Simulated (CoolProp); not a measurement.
R21 along the isobar 7.41 MPa: density (kg/m³) from the reference equation and from simpler models built on Tc = 452.7 K, pc = 5.289 MPa, ω = 0.206; each cubic takes its own stable root.

Model: reference Helmholtz-energy equation of state, Platzer 1990, in CoolProp. This equation is an older, rougher fit; its heat capacities, sound speeds and derivatives of the liquid may be far off and weren't checked against measurements.

| T (K) | phase | reference | Redlich-Kwong | Peng-Robinson |
|---|---|---|---|---|
| 341.1 | liquid | 1283 | 1169 | 1358 |
| 350.5 | liquid | 1259 | 1143 | 1329 |
| 359.9 | liquid | 1234 | 1116 | 1298 |
| 369.3 | liquid | 1207 | 1088 | 1265 |
| 378.8 | liquid | 1179 | 1058 | 1230 |
| 388.2 | liquid | 1150 | 1026 | 1193 |
| 397.6 | liquid | 1119 | 992.9 | 1152 |
| 407 | liquid | 1086 | 957.4 | 1109 |
| 416.5 | liquid | 1050 | 918.9 | 1060 |
| 425.9 | liquid | 1011 | 877.6 | 1007 |
| 435.3 | liquid | 966.5 | 832.1 | 947.9 |
| 444.7 | liquid | 914.4 | 781.2 | 879.4 |
| 454.2 | supercritical | 848.5 | 721.9 | 797.2 |
| 463.6 | supercritical | 756.9 | 651.8 | 695.9 |
| 473 | supercritical | 611.5 | 564.8 | 568.0 |
